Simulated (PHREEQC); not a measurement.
Consider water at 85 °C with 0.057 mol NaOH and 9.5e-05 mol H4SiO4 per kg of water. It is in equilibrium with CO2 at log p = -3.4 (atm). Otherwise closed; pH follows from the charge balance.

Computed with PHREEQC (ion-association model, phreeqc.dat).

```
Property                       Value
--------------------  --------------
pH                              9.56
ionic strength        0.0430 mol/kgw
specific conductance      8290 µS/cm
total alkalinity         57.0 meq/kg
```

| species | molality | activity | log γ |
|---|---|---|---|
| Na+ | 0.0385 | 0.0313 | -0.090 |
| NaCO3- | 0.0184 | 0.0149 | -0.092 |
| HCO3- | 0.00931 | 0.00762 | -0.087 |
| CO3-2 | 0.00459 | 0.00206 | -0.348 |
| OH- | 0.00145 | 0.00117 | -0.096 |
| NaHCO3 | 0.000100 | 0.000101 | 0.004 |
| H3SiO4- | 7.03e-5 | 5.67e-5 | -0.094 |
| H4SiO4 | 2.42e-5 | 2.45e-5 | 0.004 |
| CO2 | 4.72e-6 | 4.77e-6 | 0.004 |

No solid was allowed to form. Species that the database lacks are ignored. Away from 25 °C the constants follow the database's enthalpies or fits; those with neither stay at their 25 °C values.
